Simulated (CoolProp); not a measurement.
Saturated liquid density (kg/m³) of n-perfluorohexane: the reference equation beside estimates from Tc = 448.0 K, pc = 1.742 MPa, ω = 0.497.

Values from CoolProp's reference Helmholtz-energy equation of state, Gao 2022.

```tsv
T (K)	reference	Redlich-Kwong	Soave-Redlich-Kwong	Peng-Robinson
351.3	1508	[?]	1287	1459
355.8	1492	1161	1270	1440
360.4	1475	1143	1252	1419
364.9	1458	1125	1233	1398
369.4	1441	1106	1213	1376
373.9	1423	1087	1193	1354
378.4	1404	1067	1172	1330
382.9	1385	1046	[?]	1304
387.4	1365	1025	1126	1278
391.9	1343	[?]	1102	1250
```

Task: What belongs in the gaps?

Result: 
- 351.3, Redlich-Kwong: 1179
- 382.9, Soave-Redlich-Kwong: 1150
- 391.9, Redlich-Kwong: 1002

Absolute difference from the reference over all 10 rows, mean and median: Redlich-Kwong 23.5 and 23.4 %, Soave-Redlich-Kwong 16.1 and 16.0 %, Peng-Robinson 4.8 and 4.7 %.
